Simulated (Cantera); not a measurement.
A freely propagating, adiabatic, planar premixed flame of 3.55 % CH4, 0.163 % C2H6, 3.16 % C3H8, 19.5 % O2, 73.4 % N2, 0.167 % CO2, equivalence ratio 1.2, unburnt at 700 K and 1.68 atm; mixture-averaged transport, grid criteria slope 0.08 and curve 0.16, no radiation.

Detailed kinetics in Cantera: GRI-Mech 3.0 (53 species, 325 reactions). GRI-Mech 3.0 was tuned for natural gas; its chemistry of propane as a main component is partial and can be far from experiment. Burning velocities carry a grid error of a few per cent, more on coarse grids.

x: mole fraction of selected species; z is measured from the peak of heat release.

```tsv
z (mm)	T (K)	u (m/s)	x CH4	x C2H6	x C3H8	x H2	x CH3	x CH2O
-0.497	700	1.77	0.0354	0.00163	0.0315	0.00171	6.21e-8	3.40e-7
-0.332	702	1.78	0.0352	0.00163	0.0314	0.00485	6.41e-7	5.08e-6
-0.249	709	1.81	0.0349	0.00163	0.0313	0.00859	2.91e-6	2.81e-5
-0.166	759	1.95	0.0336	0.00170	0.0306	0.0158	2.75e-5	0.000226
-0.0829	(withheld)	2.93	(withheld)	(withheld)	(withheld)	(withheld)	(withheld)	(withheld)
-0.0414	1503	4.11	0.0175	0.00195	0.00641	0.0349	0.00342	0.00186
0	1887	5.26	0.00611	0.000201	0.000163	0.0361	0.00312	0.000835
0.0414	2079	5.82	0.000906	2.21e-6	1.84e-7	0.0314	0.000761	0.000197
0.0829	2139	5.97	7.65e-5	<1e-8	<1e-8	0.0275	8.26e-5	2.53e-5
0.166	2180	6.05	4.15e-7	<1e-8	<1e-8	0.0262	5.21e-7	1.64e-7
0.332	2228	6.15	<1e-8	<1e-8	<1e-8	0.0264	<1e-8	<1e-8
0.663	2285	6.29	<1e-8	<1e-8	<1e-8	0.0255	<1e-8	<1e-8
1.33	2346	6.43	<1e-8	<1e-8	<1e-8	0.0242	<1e-8	<1e-8
```

### Question
What belongs in the gaps?

### Answer

- -0.0829, T (K): 1105
- -0.0829, x CH4: 0.0265
- -0.0829, x C2H6: 0.00259
- -0.0829, x C3H8: 0.0214
- -0.0829, x H2: 0.0284
- -0.0829, x CH3: 0.000885
- -0.0829, x CH2O: 0.00146
